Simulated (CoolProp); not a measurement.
Vapour-liquid equilibrium of R125 (1) + fluoroethane (R161) (2) at 0.355 bar; x and y are mole fractions of (1).

Model: multi-fluid Helmholtz-energy mixture model, Lemmon 2005 and Wu 2012; pair parameters Bell 2016, in CoolProp.

```tsv
x	bubble temperature (°C)	y at the bubble point	dew temperature at overall composition x (°C)	liquid density (mol/L)
0.05	-58.5	0.074	-58.4	17.34
0.125	-59.3	0.189	-58.9	16.94
0.2	-60.2	0.302	-59.4	16.57
0.275	-61.2	0.408	-60.0	…
0.35	-62.2	0.503	-60.6	15.85
0.425	-63.1	0.586	-61.4	…
0.5	-63.9	0.658	-62.1	15.17
0.575	-64.7	0.719	-62.9	14.84
0.65	-65.3	0.773	-63.8	14.53
0.725	-65.9	0.821	-64.7	14.22
0.8	-66.4	0.867	-65.6	13.92
0.875	…	0.913	-66.4	13.63
0.95	…	0.963	-67.0	13.35
```

Task: What belongs in the gaps?

Result: 
- 0.275, liquid density (mol/L): 16.20
- 0.425, liquid density (mol/L): 15.50
- 0.875, bubble temperature (°C): -66.8
- 0.95, bubble temperature (°C): -67.1

No azeotrope shows between x = 0.05 and 0.95.

Pair parameters are fitted to limited data, so mixtures are less certain than the pure fluids. The gap from Raoult's law changes sign with composition, which may be real or a fault of the pair parameters; it wasn't checked against measurements.
